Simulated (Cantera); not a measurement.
A closed system holds: 1 mol TiO₂, 6.4 mol H₂, 3.4 mol H₂O, at 1650 °C and 1.00 Torr.

Equilibrium computed with Cantera from the NASA thermochemical tables; the gas is ideal and each condensed phase is pure. Candidate condensed phases: H₂O, Ti, TiO, TiO₂, Ti₂O₃, Ti₃O₅, Ti₄O₇; 12 gas species. The numbers say what is thermodynamically allowed, not how fast it happens.

Base state: H₂ 0.636, H₂O 0.342, H 0.0206, OH 0.000953, TiO₂ 3.75e-5, O 2.30e-5 (mole fractions); condensed: TiO₂(rutile).

What changes in the equilibrium state with this change: H₂O from 3.4 to 6.9 mol?


```tsv
species	before	after
H₂O	0.342	0.512
H₂	0.636	0.469
H	0.0206	0.0177
TiO₂	3.75e-5	3.75e-5
O₂	5.39e-6	2.22e-5
O	2.30e-5	4.67e-5
OH	0.000953	0.00166
TiO₂(rutile), mol	1.000	0.999
```

What changes in the equilibrium state with this change: temperature from 1650 °C to 902 °C?


| species | before | after |
|---|---|---|
| H₂ | 0.636 | 0.653 |
| H₂O | 0.342 | 0.347 |
| H | 0.0206 | 2.71e-6 |
| TiO₂ | 3.75e-5 | <1e-9 |
| OH | 0.000953 | 1.00e-8 |
| O | 2.30e-5 | <1e-9 |
| TiO₂(rutile), mol | 1.000 | 1.00 |
